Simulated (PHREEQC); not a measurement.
Solution (25 °C): 0.0022 mol CaSO4, 0.0045 mol Na2SO4 and 4.5e-05 mol NaCl per kg of water. Closed to the air; pH follows from the charge balance.

Computed with PHREEQC (ion-association model, phreeqc.dat).

Each row changes one thing in this solution. This is a speciation only: nothing precipitates in the calculation.

| case | pH | ionic strength (mol/kgw) | SO4-2 (mol/kgw) | NaSO4- (mol/kgw) | HSO4- (mol/kgw) |
|---|---|---|---|---|---|
| as made | 7.05 | 0.0197 | 0.00596 | 0.000155 | 3.43e-8 |
| CaSO4 from 0.0022 to 0.0011 mol/kgw | 7.05 | 0.0165 | 0.00518 | 0.000140 | 3.09e-8 |
| temperature from 25 to 75 °C | 6.50 | 0.0193 | 0.00583 | 0.000188 | 4.08e-7 |
| NaCl left out | 7.05 | 0.0196 | 0.00596 | 0.000154 | 3.43e-8 |
| Na2SO4 left out | 7.02 | 0.00760 | 0.00189 | 2.95e-7 | 1.35e-8 |
| CaSO4 replaced by Fe2(SO4)3 at the same molality | 3.08 | 0.0241 | 0.00719 | 0.000178 | 0.000375 |
| Na2SO4 from 0.0045 to 0.045 mol/kgw | 7.17 | 0.128 | 0.0403 | 0.00582 | 1.19e-7 |
| CaSO4 from 0.0022 to 0.00242 mol/kgw | 7.05 | 0.0203 | 0.00611 | 0.000158 | 3.50e-8 |

Some of these states are supersaturated (in Fe(OH)3(a), Hematite (slow to form), for instance). At this temperature some constants are extrapolated from 25 °C, and those without enthalpy data are left unchanged.
